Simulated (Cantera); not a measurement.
# Ignition delay

Mixture: 8.24 % C2H4, 12.4 % O2, 76.6 % N2, 2.80 % CO2, at 101000 Pa, adiabatic and at constant pressure. Ignition delay is the time to a rise of 400 K.

Detailed kinetics in Cantera: GRI-Mech 3.0 (53 species, 325 reactions). GRI-Mech 3.0 was tuned for natural gas; its chemistry of ethylene as a main component is partial and can be far from experiment.

```
T0 (K)  delay (ms)
------  ----------
1250         0.239
1350        0.0831
1450        0.0465
1550        0.0309
1650        0.0224
1750        0.0171
```

The apparent activation energy between 1550 and 1750 K is 67 kJ/mol.
